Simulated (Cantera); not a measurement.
An adiabatic, constant-pressure homogeneous reactor starts with CH4 : O2 : N2 = 1 : 2.86 : 10.7 (molar parts), equivalence ratio 0.70, at 1448 K and 101000 Pa. Integrator tolerance rtol = 1e-08.

Detailed kinetics in Cantera: GRI-Mech 3.0 (53 species, 325 reactions).

Task: What does this change do: 0.031 parts C2H6 added?

Result: 
| quantity | before | after |
|---|---|---|
| time of steepest temperature rise | 1.72 ms | 0.841 ms |
| temperature at 0.100 s | 2576 K | 2603 K |
| equilibrium temperature | 2576 K | 2603 K |
| x(CH4) at 0.100 s | <1e-12 (gas-phase equilibrium <1e-12) | <1e-12 (gas-phase equilibrium <1e-12) |
| x(O2) at 0.100 s | 0.0548 (gas-phase equilibrium 0.0548) | 0.0490 (gas-phase equilibrium 0.0490) |
| x(HCN) at 0.100 s | 5.50e-11 (gas-phase equilibrium 5.50e-11) | 8.93e-11 (gas-phase equilibrium 8.93e-11) |
| x(CH3) at 0.100 s | <1e-12 (gas-phase equilibrium <1e-12) | <1e-12 (gas-phase equilibrium <1e-12) |
| x(N2O) at 0.100 s | 6.83e-7 (gas-phase equilibrium 6.83e-7) | 6.71e-7 (gas-phase equilibrium 6.71e-7) |
| x(CH2CO) at 0.100 s | <1e-12 (gas-phase equilibrium <1e-12) | <1e-12 (gas-phase equilibrium <1e-12) |
